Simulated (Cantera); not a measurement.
## Equilibrium for silicon epitaxy and polysilicon growth: Si₂Cl₆ + HCl + H₂

Feed: 1 mol Si₂Cl₆, 0.92 mol HCl, 230 mol H₂, equilibrated at 1.80 bar.

These are equilibrium values from Cantera (NASA tables, ideal gas, pure condensed phases), not measurements of a reactor. Candidate condensed phases: Si; 19 gas species. The feed counts by its element totals alone. The tables' values for SiCl₃ are old estimates; treat these amounts as uncertain. Gases not in the tables: Si₂H₆ and higher silanes. The numbers say what is thermodynamically allowed, not how fast it happens.

| T (°C) | x H₂ | x HCl | x SiHCl₃ | x SiCl₄ | x SiCl₂ | x SiH₂Cl₂ | n Si(s) |
|---|---|---|---|---|---|---|---|
| 700 | 0.988 | 0.00334 | 0.00457 | 0.00275 | 1.82e-5 | 0.000794 | 0.0960 |
| 800 | 0.986 | 0.00716 | 0.00382 | 0.00226 | 0.000101 | 0.000753 | 0.350 |
| 900 | 0.982 | 0.0126 | 0.00275 | 0.00152 | 0.000370 | 0.000638 | 0.706 |
| 1000 | 0.978 | 0.0184 | 0.00155 | 0.000730 | 0.000897 | 0.000454 | 1.07 |
| 1100 | 0.975 | 0.0224 | 0.000649 | 0.000236 | 0.00148 | 0.000265 | 1.31 |
| 1200 | 0.973 | 0.0241 | 0.000230 | 6.07e-5 | 0.00187 | 0.000137 | 1.41 |
| 1300 | 0.973 | 0.0246 | 8.23e-5 | 1.57e-5 | 0.00210 | 7.12e-5 | 1.44 |
| 1400 | 0.973 | 0.0247 | 3.18e-5 | 4.50e-6 | 0.00225 | 3.89e-5 | 1.43 |
x: gas mole fraction; n: condensed amount in mol.

From 700 °C to 1400 °C the condensed part is Si(s). The main Si-bearing gas is SiHCl₃ at 700 °C and SiCl₂ at 1400 °C. The share of Si in condensed phases is highest at 1300 °C (71.8 %) and lowest at 700 °C (4.8 %).
